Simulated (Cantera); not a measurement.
A freely propagating, adiabatic, planar premixed flame of 9.25 % CH4, 19.1 % O2, 71.7 % N2, unburnt at 423 K and 0.880 bar; mixture-averaged transport, grid criteria slope 0.08 and curve 0.16, no radiation.

Model: GRI-Mech 3.0 (53 species, 325 reactions), integrated in Cantera. Burning velocities carry a grid error of a few per cent, more on coarse grids.

Task: Predict: laminar burning velocity; thermal thickness; peak x(H2); peak x(H2O2); peak x(O); peak x(HCO).

Result: 
- laminar burning velocity = 69.7 cm/s
- thermal thickness = 0.433 mm
- peak x(H2) = 0.0199
- peak x(H2O2) = 1.67e-5
- peak x(O) = 0.00411
- peak x(HCO) = 5.26e-5
